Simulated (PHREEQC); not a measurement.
3.3 g of hydrous ferric oxide (600 m²/g; 0.2 weak and 0.005 strong sites per Fe, Dzombak-Morel constants, diffuse double layer) in 1 kg of water with 0.001 mol/kgw of an inert sodium salt and 0.0027 mol/kgw NiCl2, at 25 °C; the pH is set by adding NaOH or the inert anion's acid. Oxygen alone is held at its pressure in air (log pO2 = -0.68). The system is closed to CO2. Precipitation was switched off in this run.

Base run: PHREEQC, ion-association model, wateq4f.dat. Each further column changes one thing. The table gives surface charge σ (C/m²).

```tsv
pH	base	background salt from 0.001 to 0.0001 mol/kgw	oxide from 3.3 to 16 g/kgw
3	0.330	0.328	0.348
4.33	0.182	0.178	0.210
5	0.114	0.111	0.127
6.33	0.040	0.038	___
7.67	0.017	0.016	0.006
9	0.000	0.000	-0.009
9.67	-0.007	-0.006	___
11	-0.036	-0.034	___
```

Question: What belongs in the gaps?

Answer: 
- 6.33, oxide from 3.3 to 16 g/kgw: 0.031
- 9.67, oxide from 3.3 to 16 g/kgw: -0.022
- 11, oxide from 3.3 to 16 g/kgw: -0.090

In at least one series the solution becomes supersaturated in solids that the run did not let form, among them Ni(OH)2. The oxide is taken as insoluble; below pH 4 it would dissolve.
